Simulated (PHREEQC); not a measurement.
A solution holds 0.0025 mol RbOH per kg of water, at 25 °C. Closed to the air; pH follows from the charge balance.

Equilibrium calculation in PHREEQC: ion-association model, wateq4f.dat.

Each row changes one thing in this solution. This is a speciation only: nothing precipitates in the calculation.

| case | pH | ionic strength (mol/kgw) |
|---|---|---|
| as made | 11.37 | 0.00250 |
| 0.0002 mol/kgw NaHCO3 added | 11.34 | 0.00288 |
| temperature from 25 to 80 °C | 9.98 | 0.00250 |
| 0.00012 mol/kgw HNO3 added | 11.35 | 0.00250 |
| diluted 100-fold with water | 9.39 | 2.50e-5 |
| diluted 5-fold with water | 10.69 | 0.000500 |
| RbOH replaced by Rb2SO4 at the same molality | 7.03 | 0.00750 |

Away from 25 °C the constants follow the database's enthalpies or fits; those with neither stay at their 25 °C values.
